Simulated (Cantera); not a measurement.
Feed: 1 mol Si, 3.2 mol CO2, 19 mol H2, equilibrated at 3.70 mbar.

Equilibrium computed with Cantera from the NASA thermochemical tables; the gas is ideal and each condensed phase is pure. Candidate condensed phases: C, C6H6, C7H8, C8H18, H2O, Si, SiC, SiO2; 123 gas species. The tables hold silica as quartz up to 1696 K and as liquid above; real silica turns to tridymite and cristobalite and melts near 1996 K. Kinetics and transport are ignored.

What share of the Si ends up in condensed phases as a function of T (K), at 1700, 1750, 1800, 1850, 1900, 1950, 2000, 2050, 2100?


```json
[
 {"T (K)": "1700", "Si condensed (%)": "97.5", "as": "SiO2(condensed)"},
 {"T (K)": "1750", "Si condensed (%)": "92.9", "as": "SiO2(condensed)"},
 {"T (K)": "1800", "Si condensed (%)": "82.2", "as": "SiO2(condensed)"},
 {"T (K)": "1850", "Si condensed (%)": "60.5", "as": "SiO2(condensed)"},
 {"T (K)": "1900", "Si condensed (%)": "22.3", "as": "SiO2(condensed)"},
 {"T (K)": "1950", "Si condensed (%)": "0.0", "as": "-"},
 {"T (K)": "2000", "Si condensed (%)": "0.0", "as": "-"},
 {"T (K)": "2050", "Si condensed (%)": "0.0", "as": "-"},
 {"T (K)": "2100", "Si condensed (%)": "0.0", "as": "-"}
]
```
